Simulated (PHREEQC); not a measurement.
Synthetic water in mg/kgw, 25 °C, pH 6.31, pe 1.4:

| constituent | mg/kgw |
|---|---|
| Na | 2520 |
| K | 1630 |
| Ca | 388 |
| Mg | 474 |
| Cl | 6910 |
| S(6) as SO4 | 842 |
| Alkalinity as HCO3 | 16.2 |
| F | 1.55 |

Valence states are taken as typed.

All values are PHREEQC results (ion-association model, phreeqc.dat), not measurements.

Precipitation was switched off in this run.

Q: Order these Mg species by the share of Mg that they hold, largest first: Mg+2, MgF+, MgSO4.

A: Mg+2 (90 %), MgSO4 (9.3 %), MgF+ (0.11 %)

Q: Order these S species by the share of S that they hold, largest first: CaSO4, MgSO4, SO4-2, NaSO4-, KSO4-.

A: SO4-2 (58 %), MgSO4 (21 %), NaSO4- (8.8 %), CaSO4 (7.5 %), KSO4- (4.4 %)

The pH is 6.31 and the ionic strength 0.237 mol/kgw. Species that the database lacks are ignored.
